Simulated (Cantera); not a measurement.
Standard-state values (1 bar) from the NASA 1993 polynomials, evaluated with Cantera. Values are per mole of reaction as written; species without (g) are pure solids or liquids, kept so even where they would boil at 1 bar.

Q: Between 848 and 1598 K, where is each reaction favourable under standard conditions?
- 2 NO2(g) + 6 OH(g) + 5 V ⇌ 5 VO2(g) + 2 NH3(g)
- 5 N2(g) + 2 V2O5 ⇌ 4 V + 10 NO(g)

A: 
- 2 NO2(g) + 6 OH(g) + 5 V ⇌ 5 VO2(g) + 2 NH3(g): ΔG° is -1523 kJ at 848 K and -1446 kJ at 1598 K; it stays negative (K > 1). ΔH° is -1636 kJ and ΔS° -119 J/K at 1598 K.
- 5 N2(g) + 2 V2O5 ⇌ 4 V + 10 NO(g): ΔG° is 3177 kJ at 848 K and 2574 kJ at 1598 K; it stays positive (K < 1). ΔH° is 3801 kJ and ΔS° 767 J/K at 1598 K.
